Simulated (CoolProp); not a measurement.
The fluid at 343.72 K and 0.053 MPa is compressed adiabatically to 0.335 MPa with isentropic efficiency 0.75. The same conditions are run with several fluids, on thermodynamics alone (safety and materials aside).

Values from CoolProp's reference Helmholtz-energy equation of state of each fluid (ethanol: Schroeder 2014; isobutene: Lemmon 2005; cyclopentane: Gedanitz 2015; dimethyl ether: Wu 2011; R227EA: Lemmon 2016).

| fluid | work (kJ/kg) | final temperature (K) | final density (kg/m³) |
|---|---|---|---|
| ethanol | 165 | 442.8 | 4.34 |
| isobutene | 133 | 415.8 | 5.61 |
| cyclopentane | 105 | 413.7 | 7.22 |
| dimethyl ether | 167 | 443.2 | 4.26 |
| R227EA | 42.7 | 392.9 | 18.0 |
